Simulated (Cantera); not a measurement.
Adiabatic ignition

An adiabatic, constant-volume homogeneous reactor starts with H₂ : O₂ : N₂ = 1 : 1.06 : 4 (molar parts), equivalence ratio 0.47, at 1650 K and 1200000 Pa.

Computed with Cantera and GRI-Mech 3.0 (53 species, 325 reactions). The hydrogen kinetics of GRI-Mech 3.0 are dated; newer H2 mechanisms differ, most at raised pressure. The pressure lies above the range GRI-Mech 3.0 was tuned for (to about 10 atm).

| t (s) | T (K) | P (bar) | x H₂ | x O₂ | x NO | x NO₂ | x HO₂ |
|---|---|---|---|---|---|---|---|
| 6.00e-6 | 2870 | 19.4 | 0.00348 | 0.0939 | 0.000757 | 1.41e-6 | 4.86e-5 |
| 2.66e-5 | 2866 | 19.3 | 0.00345 | 0.0927 | 0.00334 | 6.23e-6 | 4.77e-5 |
| 0.000118 | 2850 | 19.2 | 0.00335 | 0.0889 | 0.0118 | 2.17e-5 | 4.48e-5 |
| 0.000524 | 2831 | 19.1 | 0.00323 | 0.0842 | 0.0220 | 3.98e-5 | 4.14e-5 |
| 0.00233 | 2829 | 19.0 | 0.00322 | 0.0838 | 0.0229 | 4.15e-5 | 4.11e-5 |
| 0.0103 | 2829 | 19.0 | 0.00322 | 0.0838 | 0.0229 | 4.15e-5 | 4.11e-5 |
| 0.0458 | 2829 | 19.0 | 0.00322 | 0.0838 | 0.0229 | 4.15e-5 | 4.11e-5 |
| 0.203 | 2829 | 19.0 | 0.00322 | 0.0838 | 0.0229 | 4.15e-5 | 4.11e-5 |
| 0.901 | 2829 | 19.0 | 0.00322 | 0.0838 | 0.0229 | 4.15e-5 | 4.11e-5 |
| 4.00 | 2829 | 19.0 | 0.00322 | 0.0838 | 0.0229 | 4.15e-5 | 4.11e-5 |
x: mole fraction; the columns are a selection and need not sum to one.

```yaml
time_of_steepest_temperature_rise: 0.816 µs
temperature at 4.00 s: 2829 K
equilibrium_temperature: 2829 K
x(H₂) at 4.00 s: 0.00322 (gas-phase equilibrium 0.00322)
x(O₂) at 4.00 s: 0.0838 (gas-phase equilibrium 0.0838)
x(NO) at 4.00 s: 0.0229 (gas-phase equilibrium 0.0229)
```
